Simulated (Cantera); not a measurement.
Mixture: CH4 : CO : O2 : N2 = 1 : 0.1 : 2.36 : 13.9 (molar parts), equivalence ratio 0.87, at 310000 Pa, adiabatic and at constant volume. Ignition delay is the time to a rise of 400 K.

Computed with Cantera and GRI-Mech 3.0 (53 species, 325 reactions).

Problem. Predict: delay at 1175 K; delay at 1250 K; delay at 1325 K; delay at 1400 K; delay at 1475 K; apparent activation energy between 1325 and 1475 K.

Solution. 
```json
{
 "delay at 1175 K": "33.8 ms",
 "delay at 1250 K": "12.3 ms",
 "delay at 1325 K": "4.76 ms",
 "delay at 1400 K": "1.97 ms",
 "delay at 1475 K": "0.860 ms",
 "apparent activation energy between 1325 and 1475 K": "190 kJ/mol"
}
```
